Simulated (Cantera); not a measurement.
Cantera run:

```python
import numpy as np
import cantera as ct

gas_names = """
    B BF BF2 BF3 BH BHF2 BH2 BH3 BO BOF BOF2 BO2 B2 B2O B2O2 B2O3 B3O3F3 B3O3H3 F FO FO2 F2 F2O H HBO
    HBO2 HF HOF HO2 H2 H2F2 H2O H2O2 H3B3O6 H3F3 H4F4 H5F5 H6F6 H7F7 O OH O2 O3
""".split()
cond_names = """
    B(b) B(L) B2O3(L) B3O3H3(cr) H2O(s) H2O(L)
""".split()


def load(file, names, dense=False):
    # The tables refer to 1 bar. Condensed volumes are neglected.
    table = {s.name: s for s in ct.Species.list_from_file(file)}
    out = []
    for n in names:
        d = dict(table[n].input_data)
        d["thermo"] = dict(d["thermo"], **{"reference-pressure": 1e5})
        if dense:
            d["equation-of-state"] = {"model": "constant-volume", "density": "1e6 g/cm^3"}
        out.append(ct.Species.from_dict(d))
    return out


gas = ct.Solution(thermo="ideal-gas", species=load("nasa_gas.yaml", gas_names))
cond = {s.name: ct.Solution(thermo="fixed-stoichiometry", species=[s], name=s.name)
        for s in load("nasa_condensed.yaml", cond_names, dense=True)}
atoms = {
    'B2O3': {'B': 2, 'O': 3},
    'HF': {'H': 1, 'F': 1},
    'H2': {'H': 2},
}
top_T = {}  # K; cautious upper limits of use, not melting points


def equilibrate(T, P, feed):
    n = {}
    for name, mol in feed.items():
        for a, k in atoms[name].items():
            n[a] = n.get(a, 0.0) + k * mol
    gas.TPX = T, P, n
    mass = sum(n.values()) * gas.mean_molecular_weight
    gas.equilibrate("TP")
    valid = [c for c in cond.values() if c.min_temp <= T <= top_T.get(c.name, c.max_temp)]
    mix = ct.Mixture([(gas, mass / gas.mean_molecular_weight)] + [(c, 0.0) for c in valid])
    mix.T, mix.P = T, P
    mix.equilibrate("TP", solver="vcs", rtol=1e-11, max_steps=5000)
    return mix


results = []
feed = {'B2O3': 1, 'HF': 24, 'H2': 6.5}  # mol
P = 48  # Pa
for T in [1075, 1175, 1275, 1375, 1475, 1575, 1675, 1775, 1875]:
    mix = equilibrate(T, P, feed)
    results.append((T, P, feed, dict(zip(mix.species_names, mix.species_moles))))

top = {s: max(r[3][s] / sum(r[3][g] for g in gas_names) for r in results) for s in gas_names}
cols = sorted((s for s in top if top[s] > 0.001), key=lambda s: -top[s])[:6]
seen = [c for c in cond_names if any(r[3].get(c, 0) > 1e-12 for r in results)]
print("log10 of partial pressures in bar; condensed amounts in mol")
print(f"{'T/K':>10s}" + "".join(f"{s[:9]:>10s}" for s in cols + seen))
for T, P, feed, n in results:
    ng = sum(n[g] for g in gas_names)
    print(f"{T:10.4g}" + "".join(f"{np.log10(max(n[s] / ng * P / 1e5, 1e-99)):10.3f}" for s in cols)
          + "".join(f"{n.get(c, 0):10.4g}" for c in seen))
```

It prints:

```
log10 of partial pressures in bar; condensed amounts in mol
       T/K        HF        H2       H2O       BF3       BOF         H
      1075    -3.531    -3.977    -4.324    -4.505    -5.947    -9.822
      1175    -3.518    -3.982    -4.390    -4.603    -5.166    -8.903
      1275    -3.499    -3.992    -4.532    -4.849    -4.777    -8.128
      1375    -3.484    -3.999    -4.676    -5.212    -4.616    -7.465
      1475    -3.478    -4.002    -4.768    -5.648    -4.555    -6.888
      1575    -3.476    -4.005    -4.808    -6.107    -4.534    -6.384
      1675    -3.475    -4.007    -4.823    -6.546    -4.528    -5.939
      1775    -3.475    -4.012    -4.830    -6.948    -4.526    -5.544
      1875    -3.477    -4.021    -4.836    -7.311    -4.528    -5.194
```

Equilibrium computed with Cantera from the NASA thermochemical tables; the gas is ideal and each condensed phase is pure. The tables' values for BF2 are old estimates; treat these amounts as uncertain.
